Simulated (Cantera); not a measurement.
A Cantera script and what it prints.

```python
import numpy as np
import cantera as ct

gas_names = [...]  # 151 gases of nasa_gas.yaml made of C, H, N, O, Si
cond_names = """
    C(gr) C6H6(L) C7H8(L) C8H18(L),n-octa H2O(s) H2O(L) Si(cr) Si(L) SiC(b) SiO2(Lqz) SiO2(hqz) SiO2(L)
    Si2N2O(s) Si3N4(a)
""".split()


# ... load() reads the species with a 1 bar reference pressure and builds the phases ...
atoms = {
    'SiC': {'Si': 1, 'C': 1},
    'H2O': {'H': 2, 'O': 1},
    'N2': {'N': 2},
}
top_T = {'C(gr)': 4500, 'SiC(b)': 3050, 'Si2N2O(s)': 2100, 'Si3N4(a)': 2400}  # K; cautious upper limits of use, not melting points


# ... equilibrate(T, P, feed) seeds the gas with the atoms and calls Mixture.equilibrate('TP', solver="vcs", rtol=1e-11, max_steps=5000) ...
results = []
T = 2025  # K
P = 0.16  # Pa
for m in [1.6, 2.6, 4.1, 6.7, 11, 17, 27]:
    feed = {'SiC': 1, 'H2O': 0.0013, 'N2': m}  # mol
    mix = equilibrate(T, P, feed)
    results.append((T, P, feed, dict(zip(mix.species_names, mix.species_moles))))

top = {s: max(r[3][s] / sum(r[3][g] for g in gas_names) for r in results) for s in gas_names}
cols = sorted((s for s in top if top[s] > 1e-06), key=lambda s: -top[s])[:9]
seen = [c for c in cond_names if any(r[3].get(c, 0) > 1e-12 for r in results)]
print("log10 of partial pressures in bar; condensed amounts in mol")
print(f"{'n(N2)':>10s}" + "".join(f"{s[:9]:>10s}" for s in cols + seen))
for T, P, feed, n in results:
    ng = sum(n[g] for g in gas_names)
    print(f"{feed['N2']:10.4g}" + "".join(f"{np.log10(max(n[s] / ng * P / 1e5, 1e-99)):10.3f}" for s in cols)
          + "".join(f"{n.get(c, 0):10.4g}" for c in seen))
```

Output:

```
log10 of partial pressures in bar; condensed amounts in mol
     n(N2)        N2        Si      SiC2      Si2C         H        CN        CO       SiN       Si2     C(gr)
       1.6    -6.007    -6.235    -7.568    -8.530    -8.800    -9.112    -9.098    -9.848   -10.193    0.9044
       2.6    -5.938    -6.375    -7.708    -8.811    -8.942    -9.077    -9.239    -9.954   -10.474    0.9047
       4.1    -5.891    -6.526    -7.859    -9.112    -9.093    -9.054    -9.390   -10.081   -10.775    0.9044
       6.7    -5.857    -6.704    -8.037    -9.468    -9.272    -9.037    -9.569   -10.242   -11.131    0.9031
        11    -5.834    -6.896    -8.229    -9.853    -9.465    -9.025    -9.762   -10.423   -11.516    0.9003
        17    -5.821    -7.072    -8.405   -10.204    -9.641    -9.019    -9.938   -10.592   -11.867    0.8961
        27    -5.812    -7.264    -8.597   -10.588    -9.833    -9.014   -10.129   -10.780   -12.251    0.8887
```

Method: chemical equilibrium by Gibbs-energy minimisation in Cantera with the NASA 1993 tables (ideal gas, pure condensed phases). The tables' values for SiN are old estimates; treat these amounts as uncertain.
